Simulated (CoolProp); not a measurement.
A simple Rankine cycle with 1,2-dichloroethane: condensing at 317.15 K, boiler at 0.199 MPa, turbine inlet 499 K, turbine efficiency 0.7, pump efficiency 0.7, no recuperator. Each further row changes one setting.

Computed with CoolProp (reference Helmholtz-energy equation of state, Thol 2015).

```tsv
case	thermal efficiency (%)	net work (kJ/kg)	heat in (kJ/kg)	turbine exit temperature (K)	volume ratio over the turbine
as stated	10.8	?	514	441.3	7.32
condensing temperature 309.15 K	12.2	?	524	432.7	10.1
boiler pressure 0.139 MPa	?	46.9	514	?	5.19
turbine efficiency 0.6	9.3	47.6	514	449.4	7.45
```

**Question.** Some entries are withheld; supply them.

**Answer.** 
- as stated, net work (kJ/kg): 55.6
- condensing temperature 309.15 K, net work (kJ/kg): 63.7
- boiler pressure 0.139 MPa, thermal efficiency (%): 9.1
- boiler pressure 0.139 MPa, turbine exit temperature (K): 451.0
